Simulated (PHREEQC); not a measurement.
Make-up at 25 °C: 0.014 mol/kgw MgCl2, 0.00013 mol/kgw Na2HPO4 and 1.7e-06 mol/kgw H4SiO4. Closed to the air; pH follows from the charge balance.

Model: ion-association model, phreeqc.dat, run in PHREEQC.

```
Quantity                       Value
--------------------  --------------
pH                              7.57
ionic strength        0.0420 mol/kgw
specific conductance      3030 µS/cm
total alkalinity        0.130 meq/kg
```

| species | molality | activity | log γ |
|---|---|---|---|
| Cl- | 0.0280 | 0.0231 | -0.083 |
| Mg+2 | 0.0139 | 0.00702 | -0.297 |
| Na+ | 0.000260 | 0.000217 | -0.079 |
| MgHPO4 | 7.99e-5 | 8.06e-5 | 0.004 |
| HPO4-2 | 3.18e-5 | 1.55e-5 | -0.313 |
| MgPO4- | 8.37e-6 | 7.02e-6 | -0.077 |
| H2PO4- | 8.07e-6 | 6.77e-6 | -0.077 |
| MgH2PO4+ | 1.85e-6 | 1.55e-6 | -0.077 |
| H4SiO4 | 1.69e-6 | 1.70e-6 | 0.004 |
| MgOH+ | 1.11e-6 | 9.40e-7 | -0.073 |
| OH- | 4.53e-7 | 3.73e-7 | -0.085 |

Precipitation was switched off in this run.
